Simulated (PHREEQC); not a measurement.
1 kg of water holding 0.17 mol KCl, 0.0036 mol Na2CO3, 0.36 mol NaHCO3 and 0.25 mol NaCl is evaporated at 25 °C; the solids stay in contact with the brine. CO2 is held at log p = -3.4 (atm). Only these solids could form: Halite, Kalicinite, Nahcolite, Natron, Sylvite, Trona.

Computed with PHREEQC (Pitzer model, pitzer.dat).

```csv
water left (kg),ionic strength,water activity,Halite (mol),Sylvite (mol),Trona (mol),Cl in solution (mol/kgw)
1.002,0.929,0.978,0,0,0,0.419
0.5578,1.69,0.962,0,0,0,0.753
0.311,3.05,0.932,0,0,0,1.35
0.174,5.49,0.871,0,0,0,2.41
0.096,7.93,0.776,0,0,0.0444,4.37
0.06313,8.29,0.724,0,0.0305,0.0917,6.17
0.03389,8.33,0.713,0.0990,0.101,0.108,6.50
0.01775,8.33,0.713,0.171,0.134,0.115,6.50
0.008794,8.33,0.713,0.211,0.152,0.119,6.50
```

Trona from water left = 0.1182 kg (pH 10.05); Sylvite from water left = 0.06313 kg (pH 9.88); Halite from water left = 0.05131 kg (pH 9.83).

Species that the database lacks are ignored.
